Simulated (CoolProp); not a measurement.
Vapour-liquid equilibrium of CH2F2 (R32) (1) + R236FA (2) at 0.369 MPa; x and y are mole fractions of (1).

Computed with CoolProp (multi-fluid Helmholtz-energy mixture model, Tillner-Roth 1997 and Pan 2012; pair parameters Bell 2016).

| x | bubble temperature (°C) | y at the bubble point | dew temperature at overall composition x (°C) | liquid density (mol/L) |
|---|---|---|---|---|
| 0.05 | 28.6 | 0.194 | 33.0 | 9.117 |
| 0.15 | 18.0 | 0.478 | 30.0 | 9.937 |
| 0.25 | 9.2 | 0.657 | 26.7 | 10.81 |
| 0.35 | 2.1 | 0.770 | 23.1 | 11.75 |
| 0.45 | -3.7 | 0.843 | 19.2 | 12.77 |
| 0.55 | -8.4 | 0.892 | 14.7 | 13.91 |
| 0.65 | -12.3 | 0.927 | 9.6 | 15.20 |
| 0.75 | -15.6 | 0.954 | 3.4 | 16.68 |
| 0.85 | -18.6 | 0.975 | -4.3 | 18.42 |
| 0.95 | -21.2 | 0.992 | -15.1 | 20.49 |

No azeotrope shows between x = 0.05 and 0.95.

The pair parameters rest on a limited set of measurements; away from them the model extrapolates.
